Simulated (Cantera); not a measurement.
## Catalytic combustion on Pt

An isothermal plug-flow reactor at 800 K and 760 Torr (inlet), inlet velocity 0.44 m/s, active area per volume 160 1/m; feed 0.335 % CO, 14.2 % O2, 80.2 % N2, 5.28 % H2O.

Model: Deutschmann's 1995 Pt surface mechanism with GRI-Mech 3.0 gas chemistry, integrated in Cantera. Catalytic surfaces can have several steady states; this one follows from the mechanism file's or the stated starting coverage. Mass transfer to the wall is taken as infinitely fast.

```json
[
 {"z (m)": "0.00085", "x CO": "0.00290", "x O2": "0.142", "x H2O": "0.0528", "x CO2": "0.000446", "θ free Pt": "0.0374", "θ O*": "0.957", "θ OH*": "0.00467"},
 {"z (m)": "0.0016", "x CO": "0.00258", "x O2": "0.142", "x H2O": "0.0528", "x CO2": "0.000771", "θ free Pt": "0.0364", "θ O*": "0.958", "θ OH*": "0.00461"},
 {"z (m)": "0.0032", "x CO": "0.00204", "x O2": "0.142", "x H2O": "0.0528", "x CO2": "0.00132", "θ free Pt": "0.0350", "θ O*": "0.960", "θ OH*": "0.00453"},
 {"z (m)": "0.0061", "x CO": "0.00137", "x O2": "0.141", "x H2O": "0.0528", "x CO2": "0.00198", "θ free Pt": "0.0335", "θ O*": "0.962", "θ OH*": "0.00444"},
 {"z (m)": "0.012", "x CO": "0.000657", "x O2": "0.141", "x H2O": "0.0528", "x CO2": "0.00270", "θ free Pt": "0.0321", "θ O*": "0.963", "θ OH*": "0.00435"},
 {"z (m)": "0.023", "x CO": "0.000182", "x O2": "0.141", "x H2O": "0.0529", "x CO2": "0.00317", "θ free Pt": "0.0313", "θ O*": "0.964", "θ OH*": "0.00429"},
 {"z (m)": "0.044", "x CO": "1.70e-5", "x O2": "0.141", "x H2O": "0.0529", "x CO2": "0.00334", "θ free Pt": "0.0310", "θ O*": "0.965", "θ OH*": "0.00428"},
 {"z (m)": "0.085", "x CO": "1.71e-7", "x O2": "0.141", "x H2O": "0.0529", "x CO2": "0.00335", "θ free Pt": "0.0310", "θ O*": "0.965", "θ OH*": "0.00427"}
]
```
x: gas mole fraction; θ: surface coverage.
